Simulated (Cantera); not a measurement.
Calcination and drying: LiOH + H2 + O2

Feed: 1 mol LiOH, 0.19 mol H2, 5.8 mol O2, held at 100 Torr.

These are equilibrium values from Cantera (NASA tables, ideal gas, pure condensed phases), not measurements of a reactor. Candidate condensed phases: H2O, Li, LiH, LiOH, Li2O; 17 gas species. Condensed phases not in the tables: the peroxide. Rates play no part.

| T (K) | x O2 | x LiOH | x H2O | x OH | x Li2O | x O | x Li | n Li2O(s) |
|---|---|---|---|---|---|---|---|---|
| 1000 | 0.892 | 1.94e-5 | 0.108 | 2.84e-7 | <1e-12 | 4.07e-10 | <1e-12 | 0.500 |
| 1100 | 0.892 | 0.000146 | 0.108 | 1.68e-6 | 9.58e-11 | 6.45e-9 | 1.29e-12 | 0.500 |
| 1200 | 0.892 | 0.000763 | 0.107 | 7.37e-6 | 4.21e-9 | 6.48e-8 | 7.84e-11 | 0.497 |
| 1300 | 0.891 | 0.00304 | 0.106 | 2.57e-5 | 1.01e-7 | 4.57e-7 | 2.50e-9 | 0.490 |
| 1400 | 0.888 | 0.00975 | 0.102 | 7.39e-5 | 1.51e-6 | 2.44e-6 | 4.80e-8 | 0.468 |
| 1500 | 0.881 | 0.0257 | 0.0934 | 0.000179 | 1.54e-5 | 1.04e-5 | 6.17e-7 | 0.416 |
| 1600 | 0.867 | 0.0562 | 0.0764 | 0.000365 | 0.000115 | 3.70e-5 | 5.73e-6 | 0.313 |
| 1700 | 0.846 | 0.100 | 0.0519 | 0.000614 | 0.000672 | 0.000113 | 4.06e-5 | 0.156 |
| 1800 | 0.827 | 0.138 | 0.0303 | 0.000885 | 0.00267 | 0.000303 | 0.000211 | 0 |
| 1900 | 0.826 | 0.137 | 0.0306 | 0.00157 | 0.00308 | 0.000742 | 0.000533 | 0 |
| 2000 | 0.824 | 0.135 | 0.0308 | 0.00265 | 0.00346 | 0.00166 | 0.00122 | 0 |
| 2100 | 0.821 | 0.132 | 0.0311 | 0.00424 | 0.00377 | 0.00345 | 0.00254 | 0 |
x: gas mole fraction; n: condensed amount in mol.

From 1000 K to 1700 K the condensed part is Li2O(s). From 1800 K to 2100 K nothing is condensed. The main Li-bearing gas is LiOH throughout.
